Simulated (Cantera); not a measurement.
## Stirred combustor or abatement burner

A perfectly stirred reactor is fed with H2 : O2 : N2 = 1 : 0.385 : 1.12 (molar parts), equivalence ratio 1.3, at 100000 Pa; it is adiabatic with a 598 K inlet, and is followed from long to short residence time, starting on the burning branch (τ in s: 0.31, 0.11, 0.041, 0.015, 0.0055, 0.002, 0.00074, 0.00027, 0.0001, 3.6e-05).

Model: the H2/O2 subset of GRI-Mech 3.0, which has no nitrogen chemistry, integrated in Cantera.

```csv
τ (s),T (K),x H2,x O2,x HO2,x H2O,x H2O2,x H,x O
0.31,2653,0.109,0.00144,9.17e-7,0.341,1.24e-7,0.0159,0.00113
0.11,2651,0.109,0.00146,9.28e-7,0.341,1.25e-7,0.0160,0.00115
0.041,2648,0.109,0.00151,9.55e-7,0.341,1.27e-7,0.0162,0.00118
0.015,2638,0.109,0.00165,1.03e-6,0.339,1.32e-7,0.0170,0.00128
0.0055,2613,0.109,0.00200,1.21e-6,0.337,1.42e-7,0.0190,0.00154
0.0020,2556,0.110,0.00288,1.63e-6,0.331,1.61e-7,0.0236,0.00219
0.00074,2446,0.111,0.00467,2.43e-6,0.320,1.95e-7,0.0327,0.00362
0.00027,2274,0.111,0.00768,4.01e-6,0.304,2.79e-7,0.0476,0.00606
0.00010,2063,0.110,0.0118,6.97e-6,0.287,5.06e-7,0.0674,0.00904
3.6e-5,1824,0.110,0.0176,1.28e-5,0.269,1.17e-6,0.0903,0.0116
```
x: mole fraction; the columns are a selection and need not sum to one.
